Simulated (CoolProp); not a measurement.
Vapour-liquid equilibrium of toluene (1) + ethylbenzene (2) at 13.1 kPa; x and y are mole fractions of (1).

Model: multi-fluid Helmholtz-energy mixture model, Lemmon 2006 and Zhou 2012; pair parameters Bell 2016, in CoolProp.

Give the bubble temperature and the first vapour's composition at x = 0.35, 0.5, 0.95. Is there an azeotrope?

x = 0.35: 63.9 °C, y = 0.559; x = 0.5: 60.7 °C, y = 0.705; x = 0.95: 52.3 °C, y = 0.981. No azeotrope shows between x = 0.05 and 0.95.

Pair parameters are fitted to limited data, so mixtures are less certain than the pure fluids.
